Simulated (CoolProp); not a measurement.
Model: reference Helmholtz-energy equation of state, Akasaka 2023, in CoolProp.

Task: For R1224YDZ, give the phase and the density (kg/m³), cv (kJ/(kg K)) at 139.05 °C and 2.97 MPa; 199.95 °C and 2.97 MPa.

Result: 
- 139.05 °C and 2.97 MPa: liquid; density 924, cv 0.984
- 199.95 °C and 2.97 MPa: gas; density 149, cv 1.00
